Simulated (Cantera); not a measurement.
Cantera with NASA thermochemical tables; ideal gases at 1 bar, condensed phases pure. Values are per mole of reaction as written; species without (g) are pure solids or liquids, kept so even where they would boil at 1 bar. ZrN: taken at fixed stoichiometry.

2 N₂O(g) + ZrN ⇌ ZrO₂ + 5 N(g)

| T (K) | ΔH° (kJ) | ΔS° (J/K) | ΔG° (kJ) | log10 K | condensed phases |
|---|---|---|---|---|---|
| 300 | (withheld) | (withheld) | (withheld) | (withheld) | ZrN(s), ZrO₂(monoclinic) |
| 2200 | 1498.2 | 383.3 | 655.0 | -15.55 | ZrN(s), ZrO₂(tetragonal) |
| 2275 | 1497.6 | 383.0 | 626.3 | -14.38 | ZrN(s), ZrO₂(tetragonal) |
| 2350 | 1497.0 | 382.7 | 597.6 | -13.28 | ZrN(s), ZrO₂(tetragonal) |
| 2425 | 1496.3 | 382.4 | 568.9 | -12.25 | ZrN(s), ZrO₂(tetragonal) |
| 2500 | 1495.5 | 382.1 | 540.2 | -11.29 | ZrN(s), ZrO₂(tetragonal) |
| 2575 | 1494.7 | 381.8 | 511.6 | -10.38 | ZrN(s), ZrO₂(tetragonal) |
| 2650 | 1493.8 | 381.5 | 482.9 | -9.52 | ZrN(s), ZrO₂(s) |
| 2725 | 1492.9 | 381.1 | 454.3 | -8.71 | ZrN(s), ZrO₂(s) |
| 2800 | (withheld) | (withheld) | (withheld) | (withheld) | ZrN(s), ZrO₂(s) |
| 2875 | 1491.0 | 380.4 | 397.2 | -7.22 | ZrN(s), ZrO₂(s) |

Problem. Some entries are withheld; supply them.

Solution. 
- 300, ΔH° (kJ): 1468.0
- 300, ΔS° (J/K): 338.2
- 300, ΔG° (kJ): 1366.6
- 300, log10 K: -237.94
- 2800, ΔH° (kJ): 1492.0
- 2800, ΔS° (J/K): 380.8
- 2800, ΔG° (kJ): 425.8
- 2800, log10 K: -7.94
